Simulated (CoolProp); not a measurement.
Vapour-liquid equilibrium of carbon dioxide (1) + CHF3 (R23) (2) at 2980 kPa; x and y are mole fractions of (1).

The numbers come from the multi-fluid Helmholtz-energy mixture model, Span 1996 and Penoncello 2003; pair parameters Bell 2016 in CoolProp.

### Question
Give the bubble temperature and the first vapour's composition at x = 0.45, 0.75, 0.85. Is there an azeotrope?

### Answer
x = 0.45: -0.7 °C, y = 0.505; x = 0.75: -4.1 °C, y = 0.780; x = 0.85: -4.9 °C, y = 0.867. No azeotrope shows between x = 0.05 and 0.95.

Pair parameters are fitted to limited data, so mixtures are less certain than the pure fluids.
